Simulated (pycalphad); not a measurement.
Source of the numbers: pycalphad with the COST 507 light-alloy database (1999); pressure 1 atm. These are 1990s assessments: newer ones move some temperatures and phases. Not assessed as a whole: an extrapolation from subsystems, which can miss ternary compounds. Phase fractions are per mole of atoms.

Give the equilibrium state of Al-0.7534Si-1.572Mg-1.929Fe (wt.%) at 490 K.


```
T = 490.00 K, P = 101325 Pa, N = 1 mol of atoms
G = -16710 J/mol, H = 3324 J/mol, S = 40.89 J/(mol K)  (SER reference)
chemical potentials (J/mol): Al -15179, Si -39302, Mg -33337, Fe -125385
phase             fraction      x(Al)      x(Si)      x(Mg)      x(Fe)
FCC_A1              0.9381     0.9968   8.53e-08     0.0032   3.82e-08
AL13FE4             0.0400     0.7648   1.34e-08       none     0.2352
MG2SI               0.0219       none     0.3333     0.6667       none
```

Give the equilibrium state of Al-0.7534Si-1.572Mg-1.929Fe (wt.%) at 850 K.

FCC_A1, fraction 0.950, with 0.35 Si, 1.6 Mg, 0.02 Fe wt.%; ALFESI_ALPHA, fraction 0.049, with 6.7 Si, no Mg, 32.6 Fe wt.%; MG2SI, fraction 0.001, with 36.6 Si, 63.4 Mg, no Fe wt.%.

Database names, with the compositions (at.%) that they take in these runs: AL13FE4: Al 76 Fe 24; ALFESI_ALPHA: Al 73 Fe 19 Si 7; MG2SI: Mg 67 Si 33. FCC_A1 is fcc. An entry "none" or "no" means that the model of the phase leaves that element out.
